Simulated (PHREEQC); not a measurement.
## Hard or scaling water

Solution (30 °C): 0.027 mol/kgw MgCl2, 0.00027 mol/kgw Na2HPO4 and 0.82 mol/kgw NaCl. Closed to the air; pH follows from the charge balance.

All values are PHREEQC results (ion-association model, phreeqc.dat), not measurements.

- pH = 7.51
- ionic strength = 0.901 mol/kgw
- activity of water = 0.971
- density = 1.030 g/cm³
- total alkalinity = 0.270 meq/kg

```json
[
 {"species": "Cl-", "molality": "0.874", "activity": "0.535", "log γ": "-0.213"},
 {"species": "Na+", "molality": "0.821", "activity": "0.593", "log γ": "-0.141"},
 {"species": "Mg+2", "molality": "0.0269", "activity": "0.00779", "log γ": "-0.538"},
 {"species": "HPO4-2", "molality": "0.000108", "activity": "1.87e-5", "log γ": "-0.762"},
 {"species": "MgHPO4", "molality": "9.62e-5", "activity": "0.000118", "log γ": "0.090"},
 {"species": "NaHPO4-", "molality": "3.29e-5", "activity": "2.16e-5", "log γ": "-0.182"}
]
```

Precipitation was switched off in this run. Caution: at this ionic strength the ion-association model is outside its range; a Pitzer model would be the better tool where its parameters exist.
